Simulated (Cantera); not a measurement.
Charge: 1 mol HMDSO, 1.1 mol CO₂, held at 270 Torr.

Equilibrium computed with Cantera from the NASA thermochemical tables; the gas is ideal and each condensed phase is pure. Candidate condensed phases: C, C₆H₆, C₇H₈, C₈H₁₈, H₂O, Si, SiC, SiO₂; 123 gas species. The feed counts by its element totals alone. Mutual solubility and eutectic melting of coexisting phases are not modelled. The tables hold silica as quartz up to 1696 K and as liquid above; real silica turns to tridymite and cristobalite and melts near 1996 K. Rates play no part.

Over these rows the condensed part is C(graphite) + SiC(s) + SiO₂(β-quartz). Partial pressures as log10 of bar:

```tsv
T (K)	1000/T (1/K)	log p SiO	log p H₂
1300	0.7692	-6.38	-0.45
1325	0.7547	-6.09	-0.45
1350	0.7407	-5.82	-0.45
1375	0.7273	?	-0.45
1400	0.7143	-5.29	-0.45
1425	0.7018	-5.05	-0.45
```

Q: Fit log p(SiO) = a + b·(1000/T) to the five rows, give the apparent enthalpy, and predict the row at 1375 K.

A: Means: 1000/T = 0.7361, log p = -5.726. Sxy = -0.061542, Sxx = 0.0031145, so b = -19.76 and a = -5.726 − (-19.76)×0.7361 = 8.82.
Apparent enthalpy: −19.145 × (-19.76) = 378 kJ/mol. The condensed phases alone fix this pressure, through 1/2 SiC(s) + 1/2 SiO₂(β-quartz) = SiO(g) + 1/2 C(graphite), so the slope is that reaction's ΔH° and the other gases don't enter. The five rows lie within 0.01 of the line.
Prediction at 1375 K: 8.82 + (-19.76)×0.7273 = -5.55. The computed value is -5.55, 0.00 from the line.
